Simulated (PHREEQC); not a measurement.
Synthetic water in mg/kgw, 35 °C, pH 6.94, pe -2:

| constituent | mg/kgw |
|---|---|
| Na | 35.6 |
| K | 2.43 |
| Ca | 16.3 |
| Mg | 8.63 |
| Cl | 3.51 |
| S(6) as SO4 | 27.1 |
| Alkalinity as HCO3 | 150 |
| B | 0.0791 |

Valence states are taken as typed.

The numbers come from PHREEQC with the ion-association model, phreeqc.dat.

The ionic strength comes out as 0.00403 mol/kgw. What activity coefficients do Ca+2, CaHCO3+, HCO3-, NaSO4-, MgHCO3+ get?

Ca+2 0.76, CaHCO3+ 0.94, HCO3- 0.93, NaSO4- 0.93, MgHCO3+ 0.93.

Precipitation was switched off in this run.
